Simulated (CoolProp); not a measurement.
Vapour-liquid equilibrium of R125 (1) + dimethyl ether (2) at 184.1 K; x and y are mole fractions of (1).

The numbers come from the multi-fluid Helmholtz-energy mixture model, Lemmon 2005 and Wu 2011; pair parameters Bell 2016 in CoolProp.

```
x     bubble pressure (bar)  y at the bubble point  dew pressure at overall composition x (bar)  liquid density (mol/L)
----  ---------------------  ---------------------  -------------------------------------------  ----------------------
0.05                0.01970                  0.081                                      0.01945                   17.55
0.15                0.02129                  0.247                                      0.02030                   17.13
0.25                0.02358                  0.417                                      0.02132                   16.72
0.35                0.02687                  0.580                                      0.02257                   16.31
0.45                0.03151                  0.721                                      0.02413                   15.92
0.55                0.03775                  0.831                                      0.02616                   15.53
0.65                0.04567                  0.908                                      0.02889                   15.14
0.75                0.05502                  0.956                                      0.03283                   14.75
0.85                0.06504                  0.983                                      0.03927                   14.36
0.95                0.07452                  0.997                                      0.05341                   13.97
```

No azeotrope shows between x = 0.05 and 0.95.

Pair parameters are fitted to limited data, so mixtures are less certain than the pure fluids.
